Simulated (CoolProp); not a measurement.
A simple Rankine cycle with propylene: condensing at 311.15 K, boiler at 3.43 MPa, turbine inlet 498.8 K, turbine efficiency 0.8, pump efficiency 0.8, no recuperator. Each further row changes one setting.

The numbers come from the reference Helmholtz-energy equation of state, Lemmon 2013 in CoolProp.

```
case                             thermal efficiency (%)  net work (kJ/kg)  heat in (kJ/kg)  turbine exit temperature (K)  volume ratio over the turbine
-------------------------------  ----------------------  ----------------  ---------------  ----------------------------  -----------------------------
as stated                                           7.3              49.9              679                         466.5                           2.12
turbine inlet 518.8 K                               7.3              52.8              728                         486.7                           2.11
condensing temperature 303.15 K                     8.9              62.2              701                         459.3                           2.54
boiler pressure 2.4 MPa                             4.1              28.6              693                         481.8                           1.50
turbine efficiency 0.7                              6.3              43.1              679                         469.6                           2.14
```
